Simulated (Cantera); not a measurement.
A closed system holds: 1 mol C3H6, 0.13 mol O2, held at 0.000580 bar.

Method: chemical equilibrium by Gibbs-energy minimisation in Cantera with the NASA 1993 tables (ideal gas, pure condensed phases). Candidate condensed phases: C, C6H6, C7H8, C8H18, H2O; 110 gas species. Rates play no part.

x: gas mole fraction; n: condensed amount in mol.

| T (K) | x H2 | x H | x CO | x C3 | x C | x C2 | x C2H2 (acetylene) | n C(graphite) |
|---|---|---|---|---|---|---|---|---|
| 2048 | 0.838 | 0.0851 | 0.0764 | 1.52e-7 | 1.44e-7 | 1.29e-8 | 0.000878 | 2.73 |
| 2123 | 0.792 | 0.133 | 0.0745 | 8.26e-7 | 6.37e-7 | 7.12e-8 | 0.00131 | 2.73 |
| 2198 | 0.729 | 0.197 | 0.0719 | 4.00e-6 | 2.54e-6 | 3.49e-7 | 0.00185 | 2.73 |
| 2273 | [?] | [?] | 0.0686 | [?] | [?] | [?] | [?] | 2.72 |
| 2348 | 0.551 | 0.381 | 0.0646 | 6.87e-5 | 3.10e-5 | 6.16e-6 | 0.00301 | 2.71 |
| 2423 | 0.445 | 0.491 | 0.0601 | 0.000249 | 9.62e-5 | 2.26e-5 | 0.00344 | 2.70 |
| 2498 | 0.338 | 0.601 | 0.0557 | 0.000831 | 0.000279 | 7.65e-5 | 0.00362 | 2.69 |
| 2573 | 0.241 | 0.700 | 0.0515 | 0.00258 | 0.000761 | 0.000241 | 0.00351 | 2.65 |
| 2648 | 0.161 | 0.776 | 0.0479 | 0.00750 | 0.00196 | 0.000711 | 0.00314 | 2.55 |
| 2723 | [?] | 0.821 | 0.0447 | [?] | [?] | [?] | [?] | [?] |
| 2798 | 0.0596 | 0.824 | 0.0412 | 0.0531 | 0.0111 | 0.00518 | 0.00198 | 1.51 |

Q: Complete the blanks.

A: 
- 2723, x H2: 0.102
- 2723, x C3: 0.0205
- 2723, x C: 0.00478
- 2723, x C2: 0.00197
- 2723, x C2H2 (acetylene): 0.00261
- 2723, n C(graphite): 2.27
- 2273, x H2: 0.648
- 2273, x H: 0.281
- 2273, x C3: 1.74e-5
- 2273, x C: 9.25e-6
- 2273, x C2: 1.54e-6
- 2273, x C2H2 (acetylene): 0.00244
